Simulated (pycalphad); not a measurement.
An equivalent pycalphad script:

```python
from pycalphad import Database, equilibrium, calculate, variables as v
import numpy as np
db = Database('COST507.tdb')
comps = ['SI', 'CU', 'VA']
phases = ['BCC_A2', 'CU19SI6_ETA', 'CU33SI7_DELTA', 'CU4SI_EPSILON', 'CU56SI11_GAMMA', 'DIAMOND_A4', 'FCC_A1', 'HCP_A3', 'LIQUID']
eq = equilibrium(db, comps, phases, {v.X('CU'): 0.968, v.T: np.arange(2350, 499, -40), v.P: 101325, v.N: 1}, output=['HM', 'SM'])
```

CALPHAD calculation (pycalphad, COST 507 light-alloy database (1999)), 1 atm. These are 1990s assessments: newer ones move some temperatures and phases. Phase fractions are per mole of atoms. Diffusion is slow at the low end, where real alloys seldom reach equilibrium.

Results at three of the temperatures:

```
T = 2190.00 K, P = 101325 Pa, N = 1 mol of atoms
G = -149008 J/mol, H = 66135 J/mol, S = 98.24 J/(mol K)  (SER reference)
chemical potentials (J/mol): Si -168790, Cu -148354
phase             fraction      x(Si)      x(Cu)
LIQUID              1.0000     0.0320     0.9680
```

```
T = 2110.00 K, P = 101325 Pa, N = 1 mol of atoms
G = -141195 J/mol, H = 63636 J/mol, S = 97.08 J/(mol K)  (SER reference)
chemical potentials (J/mol): Si -162687, Cu -140485
phase             fraction      x(Si)      x(Cu)
LIQUID              1.0000     0.0320     0.9680
```

```
T = 1150.00 K, P = 101325 Pa, N = 1 mol of atoms
G = -57459 J/mol, H = 23675 J/mol, S = 70.55 J/(mol K)  (SER reference)
chemical potentials (J/mol): Si -78761, Cu -56754
phase             fraction      x(Si)      x(Cu)
FCC_A1              1.0000     0.0320     0.9680
```

Changes of the phase set, refined by bisection:

```
T (°C)  phases above  phases below
------  ------------  ------------
1055.4        liquid  fcc + liquid
1018.9  fcc + liquid           fcc
```

FCC_A1 is fcc. The hcp model here describes the intermediate κ phase of Cu-Si.
